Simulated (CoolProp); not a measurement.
Saturation properties of propane (Tc = 369.9 K, pc = 4.251 MPa, ω = 0.152).

Computed with CoolProp (reference Helmholtz-energy equation of state, Lemmon 2009).

```csv
T (K),p (MPa),enthalpy of vaporisation (kJ/kg),vapour viscosity (µPa s),liquid conductivity (mW/(m K))
220.3,0.06148,436.6,6.03,136
231.5,0.1034,425.1,6.32,[?]
242.8,0.1655,[?],6.61,123
254,0.2521,399.7,6.91,[?]
265.2,0.3693,385.6,7.22,110
276.4,0.5233,370.3,7.54,105
287.7,0.7226,353.2,7.90,98.9
298.9,0.9704,334.4,8.30,93.5
310.1,1.275,313.3,8.75,88.4
```

Q: Fill in the missing entries.

A: 
- 231.5, liquid conductivity (mW/(m K)): 129
- 242.8, enthalpy of vaporisation (kJ/kg): 412.8
- 254, liquid conductivity (mW/(m K)): 116

It boils at 231.0 K under 1 atm.

Viscosity comes from a separate model (Vogel 1998). Thermal conductivity comes from a separate model (Marsh 2002).
